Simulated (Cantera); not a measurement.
Mixture: C2H4 : O2 : N2 : H2O = 1 : 3.95 : 14.8 : 5.8 (molar parts), equivalence ratio 0.76, at 1130 Torr, adiabatic and at constant volume. Ignition delay is the time to a rise of 400 K.

Detailed kinetics in Cantera: GRI-Mech 3.0 (53 species, 325 reactions). GRI-Mech 3.0 was tuned for natural gas; its chemistry of ethylene as a main component is partial and can be far from experiment.

Q: What does this change do: pressure from 1130 Torr to 3230 Torr?

A: 
```json
[
 {"quantity": "delay at 1298 K", "before": "93.2 µs", "after": "0.105 ms"},
 {"quantity": "delay at 1373 K", "before": "46.0 µs", "after": "31.1 µs"},
 {"quantity": "delay at 1448 K", "before": "29.2 µs", "after": "14.6 µs"},
 {"quantity": "delay at 1523 K", "before": "20.7 µs", "after": "9.04 µs"},
 {"quantity": "delay at 1598 K", "before": "15.7 µs", "after": "6.33 µs"},
 {"quantity": "delay at 1673 K", "before": "12.3 µs", "after": "4.76 µs"},
 {"quantity": "apparent activation energy between 1523 and 1673 K", "before": "74 kJ/mol", "after": "91 kJ/mol"}
]
```

Q: What does this change do: constant pressure in place of constant volume?

A: 
| quantity | before | after |
|---|---|---|
| delay at 1298 K | 93.2 µs | 99.2 µs |
| delay at 1373 K | 46.0 µs | 50.0 µs |
| delay at 1448 K | 29.2 µs | 32.1 µs |
| delay at 1523 K | 20.7 µs | 22.9 µs |
| delay at 1598 K | 15.7 µs | 17.4 µs |
| delay at 1673 K | 12.3 µs | 13.8 µs |
| apparent activation energy between 1523 and 1673 K | 74 kJ/mol | 72 kJ/mol |
